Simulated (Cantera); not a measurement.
A perfectly stirred reactor is fed with CH4 : O2 : N2 : H2O = 1 : 1.54 : 5.78 : 0.23 (molar parts), equivalence ratio 1.3, at 1000000 Pa; it is adiabatic with a 448 K inlet, and is followed from long to short residence time, starting on the burning branch (τ in s: 0.34, 0.088, 0.023, 0.0059, 0.0015, 0.0004, 0.0001, 2.7e-05, 6.9e-06).

Model: GRI-Mech 3.0 (53 species, 325 reactions), integrated in Cantera.

One state of this run: T (K) = 2111; x CH4 = 0.00203; x O2 = 0.00161; x H2O = 0.204; x NO = 6.04e-5; x C2H4 = 2.59e-5; x OH = 0.000247; x HCO = 2.86e-7. x: mole fraction; the columns are a selection and need not sum to one.

**Question.** Which value of τ (s) does it belong to?
A. 0.34
B. 0.0015
C. 0.023
D. 0.00010

**Answer.** B, 0.0015
